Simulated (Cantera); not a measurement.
Cantera run:

```python
import numpy as np
import cantera as ct

gas_names = """
    AL ALCL ALCL2 ALCL3 ALH ALO ALOCL ALOH ALO2 ALO2H AL2 AL2CL6 AL2O AL2O2 CL CLO CL2 H HALO HCL HOCL
    HO2 H2 H2O H2O2 O OH O2 O3
""".split()
cond_names = """
    AL(cr) AL(L) ALCL3(s) ALCL3(L) AL2O3(a) AL2O3(L) H2O(s) H2O(L)
""".split()


# ... load() reads the species with a 1 bar reference pressure and builds the phases ...
atoms = {
    'AlCl3': {'AL': 1, 'CL': 3},
    'O2': {'O': 2},
    'H2': {'H': 2},
}
top_T = {}  # K; cautious upper limits of use, not melting points


# ... equilibrate(T, P, feed) seeds the gas with the atoms and calls Mixture.equilibrate('TP', solver="vcs", rtol=1e-11, max_steps=5000) ...
results = []
feed = {'AlCl3': 1, 'O2': 0.26, 'H2': 490}  # mol
T = 1898.15  # K
for P in [10, 46, 220, 1000, 4600, 22000, 100000]:
    mix = equilibrate(T, P, feed)
    results.append((T, P, feed, dict(zip(mix.species_names, mix.species_moles))))
    x = sorted(zip(gas.X, gas.species_names), reverse=True)
    print(f"T = {T:g} K  P = {P:g} Pa  gas = {mix.phase_moles(0):.4g} mol")
    print("   x: " + "  ".join(f"{s} {v:.3e}" for v, s in x if v > 0.0001))
    print("   condensed (mol): " + ("  ".join(f"{mix.phase(i).name} {mix.phase_moles(i):.4g}"
          for i in range(1, mix.n_phases) if mix.phase_moles(i) > 1e-12) or "none"))
```

Result:

```
T = 1898.15 K  P = 10 Pa  gas = 511.3 mol
   x: H2 9.177e-01  H 7.497e-02  HCL 4.116e-03  ALCL 1.493e-03  H2O 9.770e-04  AL 4.144e-04  CL 2.538e-04
   condensed (mol): none
T = 1898.15 K  P = 46 Pa  gas = 501 mol
   x: H2 9.571e-01  H 3.569e-02  HCL 4.165e-03  ALCL 1.701e-03  H2O 9.727e-04  AL 2.221e-04  CL 1.172e-04
   condensed (mol): AL2O3(a) 0.00413
T = 1898.15 K  P = 220 Pa  gas = 496.1 mol
   x: H2 9.767e-01  H 1.649e-02  HCL 4.365e-03  ALCL 1.621e-03  H2O 6.236e-04
   condensed (mol): AL2O3(a) 0.06667
T = 1898.15 K  P = 1000 Pa  gas = 493.8 mol
   x: H2 9.857e-01  H 7.769e-03  HCL 4.503e-03  ALCL 1.535e-03  H2O 4.008e-04
   condensed (mol): AL2O3(a) 0.1054
T = 1898.15 K  P = 4600 Pa  gas = 492.8 mol
   x: H2 9.900e-01  HCL 4.594e-03  H 3.630e-03  ALCL 1.461e-03  H2O 2.532e-04
   condensed (mol): AL2O3(a) 0.1306
T = 1898.15 K  P = 22000 Pa  gas = 492.3 mol
   x: H2 9.921e-01  HCL 4.647e-03  H 1.662e-03  ALCL 1.399e-03  H2O 1.561e-04
   condensed (mol): AL2O3(a) 0.1471
T = 1898.15 K  P = 100000 Pa  gas = 492 mol
   x: H2 9.931e-01  HCL 4.661e-03  ALCL 1.343e-03  H 7.798e-04
   condensed (mol): AL2O3(a) 0.157
```

Equilibrium computed with Cantera from the NASA thermochemical tables; the gas is ideal and each condensed phase is pure. The tables' values for AlCl2, AlOH are old estimates; treat these amounts as uncertain.
